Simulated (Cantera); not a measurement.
Input: 1 mol toluene, 0.12 mol O2, at 975 °C and 0.00133 bar.

Equilibrium computed with Cantera from the NASA thermochemical tables; the gas is ideal and each condensed phase is pure. Candidate condensed phases: C, C6H6, C7H8, C8H18, H2O; 110 gas species. The numbers say what is thermodynamically allowed, not how fast it happens.

Base state: H2 0.943, CO 0.0566, CH4 1.32e-5, H 1.25e-5 (mole fractions); condensed: C(graphite).

Task: What changes in the equilibrium state with this change: O2 from 0.12 to 0.034 mol?

Result: 
| species | before | after |
|---|---|---|
| H2 | 0.943 | 0.983 |
| CO | 0.0566 | 0.0167 |
| CH4 | 1.32e-5 | 1.44e-5 |
| H | 1.25e-5 | 1.27e-5 |
| C(graphite), mol | 6.76 | 6.93 |

Task: What changes in the equilibrium state with this change: 0.16 mol H2O added?

Result: 
| species | before | after |
|---|---|---|
| H2 | 0.943 | 0.912 |
| CO | 0.0566 | 0.0877 |
| CH4 | 1.32e-5 | 1.24e-5 |
| H | 1.25e-5 | 1.22e-5 |
| C(graphite), mol | 6.76 | 6.60 |

Task: What changes in the equilibrium state with this change: pressure from 0.00133 bar to 1.30 bar?

Result: 
```
species            before    after
----------------  -------  -------
H2                  0.943    0.930
CO                 0.0566   0.0562
CH4               1.32e-5   0.0125
H2O               1.09e-6  0.00104
CO2               4.21e-8  4.05e-5
H                 1.25e-5  3.96e-7
C(graphite), mol     6.76     6.71
```
